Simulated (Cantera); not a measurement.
Cantera run, input and output.

```python
import numpy as np
import cantera as ct

gas = ct.Solution("gri30.yaml", transport_model="mixture-averaged")
show = ['OH', 'NH3', 'H2O']

rows = []
print(f"{'T/K':>7s}{'rho':>11s}{'cp':>10s}{'mu':>11s}{'lambda':>11s}{'Pr':>7s}" + "".join(f"{'D_' + s:>11s}" for s in show))
for T in [400, 650, 900, 1150, 1400, 1650]:
    gas.TPX = T, 490, {'O2': 0.21}
    Pr = gas.cp_mass * gas.viscosity / gas.thermal_conductivity
    D = [gas.mix_diff_coeffs_mole[gas.species_index(s)] for s in show]
    rows.append([gas.density, gas.cp_mass, gas.viscosity, gas.thermal_conductivity, Pr, *D])
    print(f"{T:7g}{gas.density:11.4e}{gas.cp_mass:10.1f}{gas.viscosity:11.4e}"
          f"{gas.thermal_conductivity:11.4e}{Pr:7.3f}" + "".join(f"{d:11.4e}" for d in D))
print("SI units: kg/m3, J/kg/K, Pa s, W/m/K, m2/s")
```

Result:

```
    T/K        rho        cp         mu     lambda     Pr       D_OH      D_NH3      D_H2O
    400 4.7144e-03     941.4 2.5629e-05 3.3852e-02  0.713 1.1013e-02 7.9685e-03 8.2595e-03
    650 2.9012e-03    1017.4 3.5981e-05 5.1624e-02  0.709 2.5128e-02 1.9392e-02 2.0389e-02
    900 2.0953e-03    1073.7 4.4705e-05 6.7643e-02  0.710 4.3334e-02 3.4395e-02 3.6431e-02
   1150 1.6398e-03    1108.6 5.2496e-05 8.2174e-02  0.708 6.5175e-02 5.2482e-02 5.5819e-02
   1400 1.3470e-03    1134.2 5.9661e-05 9.5657e-02  0.707 9.0350e-02 7.3345e-02 7.8205e-02
   1650 1.1429e-03    1155.4 6.6364e-05 1.0843e-01  0.707 1.1864e-01 9.6778e-02 1.0336e-01
SI units: kg/m3, J/kg/K, Pa s, W/m/K, m2/s
```

Detailed kinetics in Cantera: GRI-Mech 3.0 (53 species, 325 reactions).
